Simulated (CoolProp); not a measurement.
Values from CoolProp's reference Helmholtz-energy equation of state, Lemmon 2006. It is a short technical equation, of lower accuracy than the large ones.

Give the vapour pressure (MPa), enthalpy of vaporisation (kJ/kg), surface tension (mN/m), liquid viscosity (µPa s) of saturated n-nonane at 370.7 K.


```tsv
T (K)	p (MPa)	enthalpy of vaporisation (kJ/kg)	surface tension (mN/m)	liquid viscosity (µPa s)
370.7	0.0193	321	15.7	315
```

Viscosity comes from a separate model (Huber 2004). Surface tension comes from a separate correlation (Mulero 2012).
